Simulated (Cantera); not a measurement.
What does this Cantera script print?

```python
import numpy as np
import cantera as ct

gas = ct.Solution("gri30.yaml")


def delay(T, t_max=10):
    gas.TPX = T, 101325, {'CH3OH': 1, 'O2': 1.07, 'N2': 4.03}
    reactor = ct.IdealGasReactor(gas, clone=False)
    net = ct.ReactorNet([reactor])
    net.rtol, net.atol = 1e-8, 1e-16
    while net.time < t_max:
        t_old, T_old = net.time, reactor.T
        net.step()
        if reactor.T > T + 400:  # ignition: a rise of 400 K
            return t_old + (T + 400 - T_old) / (reactor.T - T_old) * (net.time - t_old)
    return np.nan


taus = []
for T in [1173, 1248, 1323, 1398, 1473, 1548, 1623, 1698, 1773]:
    taus.append(delay(T))
    print(f"T0 = {T:6g} K   tau = {taus[-1]:.4e} s")
```

Output:

```
T0 =   1173 K   tau = 1.3477e-02 s
T0 =   1248 K   tau = 3.9647e-03 s
T0 =   1323 K   tau = 1.3582e-03 s
T0 =   1398 K   tau = 5.3161e-04 s
T0 =   1473 K   tau = 2.3390e-04 s
T0 =   1548 K   tau = 1.1387e-04 s
T0 =   1623 K   tau = 6.0363e-05 s
T0 =   1698 K   tau = 3.4337e-05 s
T0 =   1773 K   tau = 2.0714e-05 s
```

Detailed kinetics in Cantera: GRI-Mech 3.0 (53 species, 325 reactions). GRI-Mech 3.0 was tuned for natural gas; its chemistry of methanol as a main component is partial and can be far from experiment.
